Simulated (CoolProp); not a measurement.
Vapour-liquid equilibrium of propylene (1) + 1-butene (2) at 6.58 kPa; x and y are mole fractions of (1).

Model: multi-fluid Helmholtz-energy mixture model, Lemmon 2013 and Lemmon 2005; pair parameters Bell 2016, in CoolProp.

**Question.** Give the bubble temperature and the first vapour's composition at x = 0.2, 0.35, 0.425. Is there an azeotrope?

**Answer.** x = 0.2: 198.0 K, y = 0.725; x = 0.35: 191.9 K, y = 0.863; x = 0.425: 189.6 K, y = 0.899. No azeotrope shows between x = 0.05 and 0.95.

Pair parameters are fitted to limited data, so mixtures are less certain than the pure fluids.
